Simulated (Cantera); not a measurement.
# Premixed flame

A freely propagating, adiabatic, planar premixed flame of CH4 : O2 : N2 = 1 : 1.54 : 5.78 (molar parts), unburnt at 650 K and 0.460 bar; mixture-averaged transport, grid criteria slope 0.08 and curve 0.16, no radiation.

Cantera simulation using GRI-Mech 3.0 (53 species, 325 reactions); the numbers are that mechanism's predictions, not measurements. Burning velocities carry a grid error of a few per cent, more on coarse grids.

```json
[
 {"z (mm)": "-2.05", "T (K)": "650", "u (m/s)": "1.46", "x CH4": "0.120", "x O2": "0.185", "x HCN": "<1e-8", "x NO": "<1e-8", "x CH2O": "2.07e-7", "x OH": "<1e-8"},
 {"z (mm)": "-1.36", "T (K)": "653", "u (m/s)": "1.48", "x CH4": "0.119", "x O2": "0.184", "x HCN": "<1e-8", "x NO": "1.03e-8", "x CH2O": "3.29e-6", "x OH": "<1e-8"},
 {"z (mm)": "-1.02", "T (K)": "663", "u (m/s)": "1.51", "x CH4": "0.118", "x O2": "0.182", "x HCN": "2.41e-8", "x NO": "5.37e-8", "x CH2O": "1.83e-5", "x OH": "9.26e-8"},
 {"z (mm)": "-0.682", "T (K)": "739", "u (m/s)": "1.70", "x CH4": "0.111", "x O2": "0.176", "x HCN": "3.13e-7", "x NO": "5.24e-7", "x CH2O": "0.000158", "x OH": "2.64e-6"},
 {"z (mm)": "-0.341", "T (K)": "1156", "u (m/s)": "2.72", "x CH4": "0.0760", "x O2": "0.138", "x HCN": "3.63e-6", "x NO": "4.57e-6", "x CH2O": "0.000918", "x OH": "5.96e-5"},
 {"z (mm)": "-0.171", "T (K)": "1548", "u (m/s)": "3.70", "x CH4": "0.0407", "x O2": "0.0945", "x HCN": "9.51e-6", "x NO": "1.06e-5", "x CH2O": "0.00122", "x OH": "0.000442"},
 {"z (mm)": "0", "T (K)": "1895", "u (m/s)": "4.59", "x CH4": "0.0111", "x O2": "0.0474", "x HCN": "2.02e-5", "x NO": "2.20e-5", "x CH2O": "0.000718", "x OH": "0.00198"},
 {"z (mm)": "0.171", "T (K)": "2061", "u (m/s)": "5.00", "x CH4": "0.00141", "x O2": "0.0193", "x HCN": "2.58e-5", "x NO": "3.93e-5", "x CH2O": "0.000196", "x OH": "0.00457"},
 {"z (mm)": "0.341", "T (K)": "2107", "u (m/s)": "5.11", "x CH4": "0.000114", "x O2": "0.00832", "x HCN": "1.92e-5", "x NO": "5.58e-5", "x CH2O": "2.64e-5", "x OH": "0.00628"},
 {"z (mm)": "0.682", "T (K)": "2127", "u (m/s)": "5.14", "x CH4": "6.81e-7", "x O2": "0.00339", "x HCN": "6.82e-6", "x NO": "7.25e-5", "x CH2O": "2.28e-7", "x OH": "0.00696"},
 {"z (mm)": "1.36", "T (K)": "2144", "u (m/s)": "5.16", "x CH4": "<1e-8", "x O2": "0.00248", "x HCN": "9.64e-7", "x NO": "8.13e-5", "x CH2O": "<1e-8", "x OH": "0.00672"},
 {"z (mm)": "2.73", "T (K)": "2166", "u (m/s)": "5.21", "x CH4": "<1e-8", "x O2": "0.00204", "x HCN": "4.43e-8", "x NO": "8.66e-5", "x CH2O": "<1e-8", "x OH": "0.00625"},
 {"z (mm)": "5.46", "T (K)": "2197", "u (m/s)": "5.27", "x CH4": "<1e-8", "x O2": "0.00150", "x HCN": "<1e-8", "x NO": "9.39e-5", "x CH2O": "<1e-8", "x OH": "0.00550"}
]
```
x: mole fraction of selected species; z is measured from the peak of heat release.

| Quantity | Result |
|---|---|
| laminar burning velocity | 146 cm/s |
| thermal thickness | 0.682 mm |
| peak x(HCN) | 2.59e-5 |
| peak x(CH2O) | 0.00123 |
| peak x(OH) | 0.00696 |
| grid points | 141 |
